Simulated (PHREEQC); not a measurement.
## Brine (model solution)

A solution holds 2.4 mol/kgw NaOH and 0.6 mol/kgw NaHCO3, at 55 °C. Closed to the air; pH follows from the charge balance.

Computed with PHREEQC (Pitzer model, pitzer.dat).

Each row changes one thing in this solution. Precipitation was switched off in this run.

| case | pH | ionic strength (mol/kgw) |
|---|---|---|
| as made | 13.37 | 3.60 |
| NaHCO3 left out | 13.46 | 2.40 |
| diluted 5-fold with water | 12.52 | 0.720 |
| NaHCO3 from 0.6 to 0.3 mol/kgw | 13.42 | 3.00 |
| temperature from 55 to 15 °C | 14.56 | 3.60 |
| temperature from 55 to 80 °C | 12.82 | 3.60 |
| temperature from 55 to 10 °C | 14.75 | 3.60 |

In brines, pH and single-ion activities rest on the MacInnes convention. At this temperature some constants are extrapolated from 25 °C, and those without enthalpy data are left unchanged.
